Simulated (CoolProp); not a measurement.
R124 at several states: Z from the reference equation and from simpler models built on Tc = 122.3 °C, pc = 3.624 MPa, ω = 0.288; each cubic takes its own stable root.

Model: reference Helmholtz-energy equation of state, de Vries 1995, in CoolProp.

```tsv
T (°C)	p (MPa)	phase	reference	Soave-Redlich-Kwong	Peng-Robinson
141.75	0.0522	gas	0.9958	0.9958	0.9953
-12.85	0.197	liquid	0.008414	___	0.008121
135.35	10.1	supercritical	0.4089	___	0.4188
48.75	20.6	liquid	0.7642	0.8148	0.7263
-58.05	6.96	liquid	___	0.3587	0.3191
66.45	0.0255	gas	0.9959	0.9961	0.9957
```

Q: What belongs in the gaps?

A: 
- -12.85, Soave-Redlich-Kwong: 0.009181
- 135.35, Soave-Redlich-Kwong: 0.4636
- -58.05, reference: 0.3285
